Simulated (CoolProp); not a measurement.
A Linde-Hampson liquefier for oxygen: isothermal reversible compression at 250 K from 1 atm to 20 MPa, throttling to 1 atm, return gas leaving the recuperator 2 K below the feed. Each further row changes one setting.

Computed with CoolProp (reference Helmholtz-energy equation of state, Schmidt 1985).

```csv
case,liquid yield per pass,compression work (kJ/kg of gas)
as stated,0.173,329
high pressure 40 MPa,0.238,369
warm-end temperature 280 K,0.124,375
warm-end gap 7 K,0.163,329
```
